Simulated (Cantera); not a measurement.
Feed: 1 mol SiC, 1.1 mol O₂, 1.4 mol H₂, held at 0.0710 bar.

Cantera equilibrium calculation (NASA polynomials, part measured and part estimated; ideal gas, pure solids and liquids). Candidate condensed phases: C, C₆H₆, C₇H₈, C₈H₁₈, H₂O, Si, SiC, SiO₂; 123 gas species. The tables hold silica as quartz up to 1696 K and as liquid above; real silica turns to tridymite and cristobalite and melts near 1996 K. Kinetics and transport are ignored.

Over these rows the condensed part is C(graphite) + SiO₂(β-quartz). Partial pressures as log10 of bar:

```csv
T (K),1000/T (1/K),log p CO₂,log p H₂,log p CO
1023,0.9775,-4.56,-1.21,-2.06
1098,0.9107,-5.15,-1.21,-2.05
1173,0.8525,-5.66,-1.21,-2.05
1248,0.8013,-6.11,-1.21,-2.05
1323,0.7559,-6.51,-1.21,-2.05
1398,0.7153,?,-1.21,-2.05
```

Fit log p(CO₂) = a + b·(1000/T) to the five rows, give the apparent enthalpy, and predict the row at 1398 K.

Means: 1000/T = 0.8596, log p = -5.598. Sxy = 0.270137, Sxx = 0.0307146, so b = 8.80 and a = -5.598 − (8.80)×0.8596 = -13.16.
Apparent enthalpy: −19.145 × (8.80) = -168 kJ/mol. With the condensed phases at unit activity, 2 CO(g) = CO₂(g) + C(graphite) links this pressure to the main gases: over the six rows their terms move log p by +0.02 in all, so the slope is close to that reaction's ΔH°. The five rows lie within 0.01 of the line.
Prediction at 1398 K: -13.16 + (8.80)×0.7153 = -6.87. The computed value is -6.86, 0.01 from the line.
